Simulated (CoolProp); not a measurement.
Vapour-liquid equilibrium of R143a (1) + R152A (2) at 7.95 °C; x and y are mole fractions of (1).

Computed with CoolProp (multi-fluid Helmholtz-energy mixture model, Lemmon and Jacobsen 2000 and Outcalt 1996; pair parameters Bell 2016).

Give the bubble pressure and the first vapour's composition at x = 0.05, 0.35, 0.45. Is there an azeotrope?

x = 0.05: 0.3766 MPa, y = 0.114; x = 0.35: 0.5247 MPa, y = 0.532; x = 0.45: 0.5681 MPa, y = 0.623. No azeotrope shows between x = 0.05 and 0.95.

The pair parameters rest on a limited set of measurements; away from them the model extrapolates.
